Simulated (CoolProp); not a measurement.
The numbers come from the reference Helmholtz-energy equation of state, Tillner-Roth 1997 in CoolProp.

Problem. Give the vapour pressure (bar), liquid density (kg/m³), enthalpy of vaporisation (kJ/kg), vapour Z of saturated CH2F2 (R32) at 293 K.

Solution. 
```
T (K)  p (bar)  liquid density (kg/m³)  enthalpy of vaporisation (kJ/kg)  vapour Z
-----  -------  ----------------------  --------------------------------  --------
293       14.7                     982                               281     0.771
```
